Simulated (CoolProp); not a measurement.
Values from CoolProp's reference Helmholtz-energy equation of state, Colonna 2008. It is a short technical equation, of lower accuracy than the large ones.

Task: For dodecamethylcyclohexasiloxane (D6), give the phase and the Z, cp (kJ/(kg K)), cv (kJ/(kg K)), isothermal compressibility (1/MPa) at 578.3 K and 291 kPa.

Result: 
- 578.3 K and 291 kPa: gas; Z 0.792, cp 1.93, cv 1.88, isothermal compressibility 4.52
